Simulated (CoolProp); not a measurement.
Computed with CoolProp (reference Helmholtz-energy equation of state, de Reuck 1990).

Task: Give the vapour pressure (MPa), liquid density (kg/m³), enthalpy of vaporisation (kJ/kg), liquid cp (kJ/(kg K)) of saturated fluorine at 138.9 K.

Result: 
```tsv
T (K)	p (MPa)	liquid density (kg/m³)	enthalpy of vaporisation (kJ/kg)	liquid cp (kJ/(kg K))
138.9	4.13	920	71.0	4.08
```
